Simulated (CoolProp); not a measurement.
Values from CoolProp's reference Helmholtz-energy equation of state, Akasaka 2019.

Problem. Give the vapour pressure (bar), vapour density (kg/m³), enthalpy of vaporisation (kJ/kg) of saturated R1234ze(Z) at 31.35, 42.55, 59.45 °C.

Solution. 
| T (°C) | p (bar) | vapour density (kg/m³) | enthalpy of vaporisation (kJ/kg) |
|---|---|---|---|
| 31.35 | 2.20 | 10.8 | 202 |
| 42.55 | 3.13 | 15.2 | 195 |
| 59.45 | 5.09 | 24.6 | 183 |
